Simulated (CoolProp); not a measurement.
Properties of fluorine along the isobar 20 MPa (Tc = -128.7 °C, pc = 5.240 MPa, ω = 0.045).

Computed with CoolProp (reference Helmholtz-energy equation of state, de Reuck 1990).

```json
[
 {"T (°C)": "-167.55", "phase": "liquid", "cv (kJ/(kg K))": "0.7658", "fugacity coefficient": "0.05350"},
 {"T (°C)": "-158.55", "phase": "liquid", "cv (kJ/(kg K))": "0.7434", "fugacity coefficient": "0.08933"},
 {"T (°C)": "-149.65", "phase": "liquid", "cv (kJ/(kg K))": "0.7267", "fugacity coefficient": "0.1352"},
 {"T (°C)": "-140.75", "phase": "liquid", "cv (kJ/(kg K))": "0.7141", "fugacity coefficient": "0.1905"},
 {"T (°C)": "-131.85", "phase": "liquid", "cv (kJ/(kg K))": "0.7047", "fugacity coefficient": "0.2530"},
 {"T (°C)": "-122.85", "phase": "supercritical", "cv (kJ/(kg K))": "0.6977", "fugacity coefficient": "0.3212"},
 {"T (°C)": "-113.95", "phase": "supercritical", "cv (kJ/(kg K))": "0.6927", "fugacity coefficient": "0.3907"},
 {"T (°C)": "-105.05", "phase": "supercritical", "cv (kJ/(kg K))": "0.6885", "fugacity coefficient": "0.4596"}
]
```
